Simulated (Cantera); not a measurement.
# Reactions in the system B-F-O

Cantera with NASA thermochemical tables; ideal gases at 1 bar, condensed phases pure. Values are per mole of reaction as written; species without (g) are pure solids or liquids, kept so even where they would boil at 1 bar.

3 O(g) + 2 BF3(g) = B2O3(g) + 6 F(g)

```csv
T (K),ΔH° (kJ),ΔS° (J/K),ΔG° (kJ),log10 K
2525,1186.2,276.4,488.3,-10.10
2575,1186.5,276.5,474.4,-9.62
2625,1186.7,276.6,460.6,-9.17
2675,1186.9,276.7,446.8,-8.72
2725,1187.1,276.8,432.9,-8.30
2775,1187.3,276.8,419.1,-7.89
```
